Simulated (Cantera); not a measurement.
Cantera run, input and output.

```python
import numpy as np
import cantera as ct

gas = ct.Solution("gri30.yaml")
gas.TPX = 1073, 100000, {'N2O': 1, 'H2': 0.016, 'N2': 0.57}
inlet = ct.Reservoir(gas, clone=True)

reactor = ct.IdealGasConstPressureReactor(gas, energy="off", clone=False)
exhaust = ct.Reservoir(gas, clone=True)
tau = [6.1, 1.7, 0.47, 0.13, 0.036, 0.01, 0.0028, 0.00077][0]
for a, b in ((inlet, reactor), (reactor, exhaust)):
    ct.MassFlowController(a, b, mdot=lambda t: reactor.mass / tau)
net = ct.ReactorNet([reactor])
show = ['N2O', 'H2', 'O2', 'N2', 'NO']

rows = []
print(f"{'tau/s':>10s}{'T/K':>9s}" + "".join(f"{s:>11s}" for s in show))
for tau in [6.1, 1.7, 0.47, 0.13, 0.036, 0.01, 0.0028, 0.00077]:
    net.initial_time = 0.0
    net.advance(30 * tau)
    before = gas.X
    net.advance(40 * tau)
    drift = np.max(np.abs(gas.X - before) / (gas.X + 1e-9))
    rows.append([gas.T, *gas[show].X, drift])
    print(f"{tau:10.3e}{gas.T:9.1f}" + "".join(f"{x:11.3e}" for x in gas[show].X))
```

Output:

```
     tau/s      T/K        N2O         H2         O2         N2         NO
 6.100e+00   1073.0  4.771e-01  3.678e-05  5.179e-02  4.559e-01  5.481e-03
 1.700e+00   1073.0  5.707e-01  1.141e-04  1.790e-02  3.993e-01  2.069e-03
 4.700e-01   1073.0  6.059e-01  3.412e-04  5.307e-03  3.780e-01  6.430e-04
 1.300e-01   1073.0  6.172e-01  1.002e-03  1.495e-03  3.710e-01  1.888e-04
 3.600e-02   1073.0  6.219e-01  2.666e-03  4.117e-04  3.675e-01  6.251e-05
 1.000e-02   1073.0  6.255e-01  5.440e-03  1.101e-04  3.642e-01  2.812e-05
 2.800e-03   1073.0  6.286e-01  8.265e-03  2.812e-05  3.613e-01  1.318e-05
 7.700e-04   1073.0  6.301e-01  9.740e-03  6.380e-06  3.598e-01  3.870e-06
```

Detailed kinetics in Cantera: GRI-Mech 3.0 (53 species, 325 reactions). GRI-Mech 3.0 was tuned for natural gas; its chemistry of N2O as a main component is partial and can be far from experiment. The mechanism lacks the step 2 NO + O2 → 2 NO2, which can matter for NO2 below about 1400 K. The temperature is held fixed by assumption; the heat of reaction is taken as removed at once.
